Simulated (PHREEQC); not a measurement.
Sulfide liquor: speciation

Make-up at 70 °C: 0.036 mol/kgw NH4HS and 0.023 mol/kgw MnCl2. Closed to the air; pH follows from the charge balance.

The numbers come from PHREEQC with the ion-association model, wateq4f.dat.

No solid was allowed to form.

Estimate the pH, ionic strength.

pH 7.29; ionic strength 0.0976 mol/kgw.

In which forms is N present?

NH4+ 88 %, NH3 12 % of the N.

The solution is supersaturated, for example in MnS(Green), so a real one may precipitate; this is no full list. Complexes and solids missing from the database can't appear. At this temperature some constants are extrapolated from 25 °C, and those without enthalpy data are left unchanged. The polysulfide entries of wateq4f.dat were taken out for this run.
